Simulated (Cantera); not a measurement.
A perfectly stirred reactor is fed with CH4 : N2 : H2O = 1 : 6 : 0.0089 (molar parts), at 10.00 Torr; it is held at 1875 K, and followed from long to short residence time.

Computed with Cantera and GRI-Mech 3.0 (53 species, 325 reactions). GRI-Mech 3.0 stops at C3 and has no aromatics, soot or wall deposition, so with more carbon than oxygen in the feed, carbon stays in small species such as C2H2 where larger ones or solid carbon would form. Radical loss at walls, strong at low pressure, is not modelled.

Task: Predict: x(CH4) at τ = 29.0 s; x(C2H) at τ = 29.0 s; x(C2H2) at τ = 29.0 s; x(C2H6) at τ = 29.0 s; x(C2H4) at τ = 29.0 s; x(CH4) at τ = 0.190 s; x(C2H) at τ = 0.190 s; x(C2H2) at τ = 0.190 s; x(C2H6) at τ = 0.190 s; x(C2H4) at τ = 0.190 s.

Result: 
- x(CH4) at τ = 29.0 s: 0.000851
- x(C2H) at τ = 29.0 s: 6.43e-6
- x(C2H2) at τ = 29.0 s: 0.0603
- x(C2H6) at τ = 29.0 s: 1.90e-8
- x(C2H4) at τ = 29.0 s: 4.30e-6
- x(CH4) at τ = 0.190 s: 0.0299
- x(C2H) at τ = 0.190 s: 1.90e-6
- x(C2H2) at τ = 0.190 s: 0.0477
- x(C2H6) at τ = 0.190 s: 4.64e-6
- x(C2H4) at τ = 0.190 s: 0.000661
